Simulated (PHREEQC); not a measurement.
Solution (20 °C): 0.00405 mol ZnBr2 and 0.0023 mol PbCl2 per kg of water. Closed to the air; pH follows from the charge balance.

Computed with PHREEQC (ion-association model, wateq4f.dat).

```json
{
  "pH": "5.31",
  "ionic_strength": "0.0178 mol/kgw"
}
```

| species | molality | activity | log γ |
|---|---|---|---|
| Br- | 0.00767 | 0.00673 | -0.057 |
| Cl- | 0.00442 | 0.00386 | -0.058 |
| Zn+2 | 0.00402 | 0.00246 | -0.214 |
| Pb+2 | 0.00171 | 0.00102 | -0.227 |
| PbBr+ | 0.000422 | 0.000370 | -0.057 |
| PbCl+ | 0.000157 | 0.000138 | -0.057 |
| ZnCl+ | 2.33e-5 | 2.04e-5 | -0.057 |
| H+ | 5.44e-6 | 4.86e-6 | -0.048 |
| ZnBr+ | 4.96e-6 | 4.35e-6 | -0.057 |
| PbOH+ | 4.64e-6 | 4.07e-6 | -0.057 |
| PbBr2 | 1.26e-6 | 1.27e-6 | 0.002 |

This is a speciation only: nothing precipitates in the calculation.
